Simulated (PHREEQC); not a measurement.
A solution holds 7.8e-05 mol CuSO4 and 0.0025 mol HCl per kg of water, at 20 °C. Closed to the air; pH follows from the charge balance.

Equilibrium calculation in PHREEQC: ion-association model, wateq4f.dat.

- pH: 2.63
- ionic strength: 0.00279 mol/kgw
- total alkalinity: -2.50 meq/kg

```tsv
species	molality	activity	log γ
Cl-	0.00250	0.00236	-0.025
H+	0.00249	0.00236	-0.023
Cu+2	7.70e-5	6.16e-5	-0.097
SO4-2	6.59e-5	5.25e-5	-0.098
HSO4-	1.15e-5	1.08e-5	-0.025
CuSO4	6.38e-7	6.39e-7	0.000
CuCl+	3.23e-7	3.05e-7	-0.025
```

No solid was allowed to form.
